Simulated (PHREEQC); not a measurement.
A solution holds 0.1 mol TMAH, 0.00036 mol K2SiO3 and 0.0045 mol Na2CO3 per kg of water, at 25 °C. Closed to the air; pH follows from the charge balance.

Equilibrium calculation in PHREEQC: ion-association model, phreeqc.dat.

Each row changes one thing in this solution. This is a speciation only: nothing precipitates in the calculation.

```tsv
case	pH	ionic strength (mol/kgw)	NaCO3- (mol/kgw)	H2SiO4-2 (mol/kgw)	H3SiO4- (mol/kgw)	HCO3- (mol/kgw)	SI of Quartz (SiO2)
as made	12.87	0.114	0.000257	0.000183	0.000176	5.75e-6	-2.93
temperature from 25 to 55 °C	12.01	0.113	0.000791	0.000155	0.000205	2.38e-5	-2.78
Na2CO3 from 0.0045 to 0.00405 mol/kgw	12.87	0.113	0.000211	0.000183	0.000177	5.21e-6	-2.93
0.0014 mol/kgw HBr added	12.87	0.114	0.000257	[?]	[?]	[?]	-2.92
TMAH replaced by (CH3)4NF at the same molality	10.84	0.113	0.000221	3.21e-6	0.000333	0.000547	-0.62
```

**Question.** Some entries are withheld; supply them.

**Answer.** 
- 0.0014 mol/kgw HBr added, H2SiO4-2 (mol/kgw): 0.000182
- 0.0014 mol/kgw HBr added, H3SiO4- (mol/kgw): 0.000178
- 0.0014 mol/kgw HBr added, HCO3- (mol/kgw): 5.83e-6

(CH3)4N+ isn't in the database: it is added as a free cation with an ion size of 4 Å. Constants without temperature data keep their 25 °C values here.
